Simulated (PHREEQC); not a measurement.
Solution (25 °C): 0.027 mol MgCl2, 0.013 mol SrCl2 and 0.00056 mol NaCl per kg of water. Closed to the air; pH follows from the charge balance.

All values are PHREEQC results (ion-association model, wateq4f.dat), not measurements.

```yaml
ionic_strength: 0.121 mol/kgw
```

```json
[
 {"species": "Cl-", "molality": "0.0806", "activity": "0.0604", "log γ": "-0.125"},
 {"species": "Mg+2", "molality": "0.0270", "activity": "0.0105", "log γ": "-0.411"},
 {"species": "Sr+2", "molality": "0.0130", "activity": "0.00485", "log γ": "-0.428"},
 {"species": "Na+", "molality": "0.000560", "activity": "0.000432", "log γ": "-0.113"},
 {"species": "H+", "molality": "2.75e-7", "activity": "2.25e-7", "log γ": "-0.087"},
 {"species": "MgOH+", "molality": "2.14e-7", "activity": "1.69e-7", "log γ": "-0.102"},
 {"species": "OH-", "molality": "5.95e-8", "activity": "4.45e-8", "log γ": "-0.127"},
 {"species": "SrOH+", "molality": "1.43e-9", "activity": "1.11e-9", "log γ": "-0.113"}
]
```

This is a speciation only: nothing precipitates in the calculation. Species that the database lacks are ignored.
